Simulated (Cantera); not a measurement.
**Thermodynamics of iron carbonyl, mercury and lead vapours, feed PbO + O2 + N2 + H2**

A closed system holds: 1 mol PbO, 0.026 mol O2, 11 mol N2, 0.17 mol H2, held at 1.00 bar.

Method: chemical equilibrium by Gibbs-energy minimisation in Cantera with the NASA 1993 tables (ideal gas, pure condensed phases). Candidate condensed phases: H2O, Pb, PbO, PbO2, Pb3O4; 27 gas species. Each liquid is taken as pure. Mutual solubility and eutectic melting of coexisting phases are not modelled. The numbers say what is thermodynamically allowed, not how fast it happens.

From 750 °C to 875 °C the condensed part is Pb(l) + PbO(yellow). At 900 °C the condensed part is Pb(l) + PbO(l). The main Pb-bearing gas is Pb throughout.

```json
[
 {"T (°C)": "750", "log p N2": "-0.01", "log p H2O": "-1.82", "log p Pb": "-4.57", "log p PbO": "-6.19", "log p H2": "-5.61", "n Pb(l)": "0.118", "n PbO(yellow)": "0.882", "n PbO(l)": "0"},
 {"T (°C)": "775", "log p N2": "-0.01", "log p H2O": "-1.82", "log p Pb": "-4.35", "log p PbO": "-5.86", "log p H2": "-5.58", "n Pb(l)": "0.117", "n PbO(yellow)": "0.882", "n PbO(l)": "0"},
 {"T (°C)": "800", "log p N2": "-0.01", "log p H2O": "-1.82", "log p Pb": "-4.14", "log p PbO": "-5.54", "log p H2": "-5.54", "n Pb(l)": "0.117", "n PbO(yellow)": "0.882", "n PbO(l)": "0"},
 {"T (°C)": "825", "log p N2": "-0.01", "log p H2O": "-1.82", "log p Pb": "-3.93", "log p PbO": "-5.23", "log p H2": "-5.51", "n Pb(l)": "0.117", "n PbO(yellow)": "0.882", "n PbO(l)": "0"},
 {"T (°C)": "850", "log p N2": "-0.01", "log p H2O": "-1.82", "log p Pb": "-3.74", "log p PbO": "-4.94", "log p H2": "-5.47", "n Pb(l)": "0.116", "n PbO(yellow)": "0.882", "n PbO(l)": "0"},
 {"T (°C)": "875", "log p N2": "-0.01", "log p H2O": "-1.82", "log p Pb": "-3.55", "log p PbO": "-4.66", "log p H2": "-5.44", "n Pb(l)": "0.115", "n PbO(yellow)": "0.882", "n PbO(l)": "0"},
 {"T (°C)": "900", "log p N2": "-0.01", "log p H2O": "-1.82", "log p Pb": "-3.37", "log p PbO": "-4.41", "log p H2": "-5.39", "n Pb(l)": "0.113", "n PbO(yellow)": "0", "n PbO(l)": "0.882"}
]
```
log p: log10 of the partial pressure in bar; n: condensed amount in mol.
